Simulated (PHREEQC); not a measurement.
Alkaline etch or developer (model solution)

Make-up at 25 °C: 0.0066 mol LiOH per kg of water. Closed to the air; pH follows from the charge balance.

All values are PHREEQC results (ion-association model, phreeqc.dat), not measurements.

```json
{
  "pH": "11.78",
  "ionic_strength": "0.00660 mol/kgw",
  "specific_conductance": "1470 µS/cm",
  "total_alkalinity": "6.60 meq/kg"
}
```

| species | molality | activity | log γ |
|---|---|---|---|
| OH- | 0.00660 | 0.00605 | -0.038 |
| Li+ | 0.00660 | 0.00608 | -0.036 |

This is a speciation only: nothing precipitates in the calculation.
